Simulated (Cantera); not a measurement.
Feed: 1 mol MgO, 0.014 mol C, 5.3 mol H₂, at 2775 K.

These are equilibrium values from Cantera (NASA tables, ideal gas, pure condensed phases), not measurements of a reactor. Candidate condensed phases: C, C₆H₆, C₇H₈, C₈H₁₈, H₂O, Mg, MgCO₃, MgO, Mg(OH)₂; 116 gas species. Rates play no part.

Q: Which condensed phases are stable at each of these points (P (Pa)): 1, 4.60, 22, 100, 460, 2200, 10000, 46000, 220000, 1000000?

A: 
| P (Pa) | condensed phases | Mg condensed (%) |
|---|---|---|
| 1 | gas only | 0.0 |
| 4.60 | gas only | 0.0 |
| 22 | gas only | 0.0 |
| 100 | gas only | 0.0 |
| 460 | gas only | 0.0 |
| 2200 | gas only | 0.0 |
| 10000 | gas only | 0.0 |
| 46000 | gas only | 0.0 |
| 220000 | MgO(s) | 22.8 |
| 1000000 | MgO(s) | 62.7 |

From 1.00 Pa to 0.460 bar nothing is condensed. From 2.20 bar to 10.0 bar the condensed part is MgO(s).
